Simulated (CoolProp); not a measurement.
Octamethylcyclotetrasiloxane (D4) along the isobar 766 kPa: Z from the reference equation and from simpler models built on Tc = 586.5 K, pc = 1347 kPa, ω = 0.598; each cubic takes its own stable root.

The numbers come from the reference Helmholtz-energy equation of state, Thol 2015 in CoolProp.

```tsv
T (K)	phase	reference	van der Waals	Redlich-Kwong	Peng-Robinson
503.9	liquid	0.07923	0.1383	0.09926	0.07864
509.6	liquid	0.07954	0.1396	0.1003	0.07932
515.4	liquid	0.07993	0.6767	0.1016	0.08016
521.2	liquid	0.08043	0.6916	0.1031	0.08120
526.9	liquid	0.08105	0.7047	0.1050	0.08244
532.7	liquid	0.08182	0.7170	0.6539	0.08399
538.5	liquid	0.08279	0.7282	0.6722	0.08592
544.3	liquid	0.08403	0.7386	0.6885	0.08839
555.8	gas	0.6719	0.7572	0.7164	0.6690
561.6	gas	0.6931	0.7657	0.7287	0.6883
567.3	gas	0.7115	0.7735	0.7399	0.7053
573.1	gas	0.7282	0.7810	0.7505	0.7209
578.9	gas	0.7432	0.7882	0.7603	0.7353
584.7	gas	0.7568	0.7949	0.7695	0.7484
590.4	gas	0.7691	0.8012	0.7780	0.7604
```

At some of these states van der Waals, Redlich-Kwong gives the other phase, because its saturation line lies elsewhere.
